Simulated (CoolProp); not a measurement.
Model: reference Helmholtz-energy equation of state, Thol 2015, in CoolProp.

**Question.** For octamethylcyclotetrasiloxane (D4), give the phase and the cp (kJ/(kg K)), cv (kJ/(kg K)), speed of sound (m/s), isothermal compressibility (1/MPa) at 361 K and 250 kPa; 361 K and 390 kPa; 361 K and 13500 kPa.

**Answer.** 
- 361 K and 250 kPa: liquid; cp 1.79, cv 1.50, speed of sound 716, isothermal compressibility 0.00264
- 361 K and 390 kPa: liquid; cp 1.79, cv 1.50, speed of sound 718, isothermal compressibility 0.00263
- 361 K and 13500 kPa: liquid; cp 1.77, cv 1.51, speed of sound 828, isothermal compressibility 0.00189
